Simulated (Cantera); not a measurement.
A closed system holds: 1 mol N₂O, 3.6 mol O₂, 0.63 mol SO₂, at 1 atm.

Equilibrium computed with Cantera from the NASA thermochemical tables; the gas is ideal and each condensed phase is pure. Candidate condensed phases: S; 32 gas species. Ions and electrons are included (thermal ionisation). Rates play no part. All values below are at 3250 K.

Base state: O₂ 0.541, O 0.183, N₂ 0.136, SO₂ 0.0808, NO 0.0421, SO 0.0173, S 0.000721, SO₃ 4.05e-5 (mole fractions); condensed: gas only.

Problem. What changes in the equilibrium state with this change: 0.013 mol NH₃ added?

Solution. 
```tsv
species	before	after
O₂	0.541	0.536
O	0.183	0.182
N₂	0.136	0.136
OH	0	0.00430
H	0	0.00144
SO₂	0.0808	0.0804
NO	0.0421	0.0419
SO	0.0173	0.0173
H₂O	0	0.000153
H₂	0	2.03e-5
SO₃	4.05e-5	4.01e-5
NO₂	3.36e-5	3.34e-5
S	0.000721	0.000723
```
Further candidate phases: H₂O, H₂SO₄.
